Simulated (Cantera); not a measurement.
A closed system holds: 1 mol Si₃N₄, 2.4 mol Cl₂, 13 mol H₂, at 1900 K and 0.000590 bar.

These are equilibrium values from Cantera (NASA tables, ideal gas, pure condensed phases), not measurements of a reactor. Candidate condensed phases: NH₄Cl, Si, Si₃N₄; 28 gas species. The tables' values for SiCl, SiCl₃, SiN are old estimates; treat these amounts as uncertain. Gases not in the tables: Si₂H₆ and higher silanes. Kinetics and transport are ignored.

Base state: H₂ 0.642, HCl 0.125, N₂ 0.110, SiCl₂ 0.0660, H 0.0262, Si 0.0214, SiCl 0.00400, Cl 0.00385 (mole fractions); condensed: Si(l).

### Question
What changes in the equilibrium state with this change: temperature from 1900 K to 1973.15 K?

### Answer
| species | before | after |
|---|---|---|
| H₂ | 0.642 | 0.603 |
| HCl | 0.125 | 0.120 |
| N₂ | 0.110 | 0.105 |
| Si | 0.0214 | 0.0536 |
| H | 0.0262 | 0.0432 |
| SiCl₂ | 0.0660 | 0.0595 |
| Si₂ | 0.000172 | 0.000520 |
| Si₃ | 3.87e-5 | 0.000113 |
| SiN | 5.77e-5 | 0.000117 |
| SiH | 0.000361 | 0.000731 |
| Si₂N | 8.36e-5 | 0.000158 |
| Si(l), mol | 1.33 | 0.674 |
The tables' values for SiCl, SiN, SiCl₃ are old estimates; treat these amounts as uncertain.

### Question
What changes in the equilibrium state with this change: Cl₂ from 2.4 to 1.5 mol?

### Answer
```
species       before     after
----------  --------  --------
H₂             0.642     0.696
N₂             0.110     0.116
HCl            0.125    0.0965
SiCl₂         0.0660    0.0362
H             0.0262    0.0272
Si            0.0214    0.0214
SiCl₃        8.34e-5   3.39e-5
SiCl         0.00400   0.00296
Cl           0.00385   0.00285
SiH₂         3.75e-5   4.06e-5
SiH         0.000361  0.000376
Si(l), mol      1.33      1.94
```
The tables' values for SiCl, SiN, SiCl₃ are old estimates; treat these amounts as uncertain.
